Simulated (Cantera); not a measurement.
A closed system holds: 1 mol HI, 0.055 mol H2, at 1527 °C and 0.100 bar.

These are equilibrium values from Cantera (NASA tables, ideal gas, pure condensed phases), not measurements of a reactor. Candidate condensed phases: I2; 5 gas species. Rates play no part.

Base state: I 0.566, H2 0.323, HI 0.108, I2 0.00264, H 0.000643 (mole fractions); condensed: gas only.

Question: What changes in the equilibrium state with this change: pressure from 0.100 bar to 0.133 bar?

Answer: 
```
species    before     after
-------  --------  --------
I           0.566     0.556
H2          0.323     0.319
HI          0.108     0.122
I2        0.00264   0.00339
H        0.000643  0.000553
```
